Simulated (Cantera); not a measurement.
Input (Python, Cantera):

```python
import numpy as np
import cantera as ct

gas = ct.Solution("gri30.yaml")
gas.TPX = 375, 780000, {'CO': 1, 'H2': 0.66, 'CH4': 1.4, 'O2': 2.51, 'N2': 30.1}
inlet = ct.Reservoir(gas, clone=True)
gas.equilibrate("HP")  # start burning
reactor = ct.IdealGasConstPressureReactor(gas, energy="on", clone=False)
exhaust = ct.Reservoir(gas, clone=True)
tau = [0.1, 0.046, 0.021, 0.0095, 0.0044, 0.002, 0.00092, 0.00042, 0.00019, 8.8e-05, 4e-05, 1.8e-05][0]
for a, b in ((inlet, reactor), (reactor, exhaust)):
    ct.MassFlowController(a, b, mdot=lambda t: reactor.mass / tau)
net = ct.ReactorNet([reactor])
show = ['CO', 'H2', 'CH4', 'HCO', 'H2O2', 'O']

rows = []
print(f"{'tau/s':>10s}{'T/K':>9s}" + "".join(f"{s:>11s}" for s in show))
for tau in [0.1, 0.046, 0.021, 0.0095, 0.0044, 0.002, 0.00092, 0.00042, 0.00019, 8.8e-05, 4e-05, 1.8e-05]:
    net.initial_time = 0.0
    net.advance(30 * tau)
    before = gas.X
    net.advance(40 * tau)
    drift = np.max(np.abs(gas.X - before) / (gas.X + 1e-9))
    rows.append([gas.T, *gas[show].X, drift])
    print(f"{tau:10.3e}{gas.T:9.1f}" + "".join(f"{x:11.3e}" for x in gas[show].X))
```

Output:

```
     tau/s      T/K         CO         H2        CH4        HCO       H2O2          O
 1.000e-01   1087.7  3.181e-02  1.273e-02  1.013e-02  1.380e-08  1.498e-05  3.892e-08
 4.600e-02    375.0  2.803e-02  1.850e-02  3.925e-02  4.607e-34  8.150e-19  3.171e-26
 2.100e-02    375.0  2.803e-02  1.850e-02  3.925e-02  4.316e-34  1.568e-21  3.156e-26
 9.500e-03    375.0  2.803e-02  1.850e-02  3.925e-02  4.140e-34  9.905e-23  3.123e-26
 4.400e-03    375.0  2.803e-02  1.850e-02  3.925e-02  3.983e-34  6.256e-24  3.055e-26
 2.000e-03    375.0  2.803e-02  1.850e-02  3.925e-02  3.767e-34  3.952e-25  2.914e-26
 9.200e-04    375.0  2.803e-02  1.850e-02  3.925e-02  3.414e-34  2.496e-26  2.652e-26
 4.200e-04    375.0  2.803e-02  1.850e-02  3.925e-02  2.846e-34  1.577e-27  2.217e-26
 1.900e-04    375.0  2.803e-02  1.850e-02  3.925e-02  2.087e-34  9.960e-29  1.630e-26
 8.800e-05    375.0  2.803e-02  1.850e-02  3.925e-02  1.340e-34  6.292e-30  1.050e-26
 4.000e-05    375.0  2.803e-02  1.850e-02  3.925e-02  7.466e-35  3.974e-31  5.897e-27
 1.800e-05    375.0  2.803e-02  1.850e-02  3.925e-02  3.731e-35  2.510e-32  2.991e-27
```

Detailed kinetics in Cantera: GRI-Mech 3.0 (53 species, 325 reactions).
